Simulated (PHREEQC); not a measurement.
Consider water at 5 °C with 0.0085 mol HBr, 0.036 mol CuSO4 and 0.0031 mol CuCl2 per kg of water. Closed to the air; pH follows from the charge balance.

Model: ion-association model, phreeqc.dat, run in PHREEQC.

Problem. The ionic strength comes out as 0.102 mol/kgw. What activity coefficients do Br-, CuCl+, HSO4-, SO4-2, Cu+2 get?

Solution. Br- 0.76, CuCl+ 0.77, HSO4- 0.79, SO4-2 0.38, Cu+2 0.41.

No solid was allowed to form. At this temperature some constants are extrapolated from 25 °C, and those without enthalpy data are left unchanged.
